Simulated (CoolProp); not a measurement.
Propane along the isotherm 331.85 °C: fugacity coefficient from the reference equation and from simpler models built on Tc = 96.7 °C, pc = 4.251 MPa, ω = 0.152; each cubic takes its own stable root.

Computed with CoolProp (reference Helmholtz-energy equation of state, Lemmon 2009).

| p (MPa) | phase | reference |
|---|---|---|
| 0.455 | gas | 0.9938 |
| 0.911 | gas | 0.9877 |
| 1.37 | gas | 0.9816 |
| 1.82 | gas | 0.9758 |
| 2.28 | gas | 0.9699 |
| 2.73 | gas | 0.9642 |
| 3.19 | gas | 0.9585 |
| 3.64 | gas | 0.9530 |
| 4.1 | gas | 0.9475 |
| 4.55 | supercritical | 0.9421 |
| 5.01 | supercritical | 0.9368 |
| 5.47 | supercritical | 0.9315 |
| 5.92 | supercritical | 0.9265 |
| 6.38 | supercritical | 0.9215 |

### Question
How far does each simpler model (van der Waals, Peng-Robinson) lie from the reference over these 14 states: mean and median of the absolute difference, and the worst?

### Answer
- van der Waals: mean 2.0 %, median 2.0 %, worst -3.9 % at 331.85 °C and 6.38 MPa
- Peng-Robinson: mean 0.8 %, median 0.9 %, worst -1.4 % at 331.85 °C and 6.38 MPa
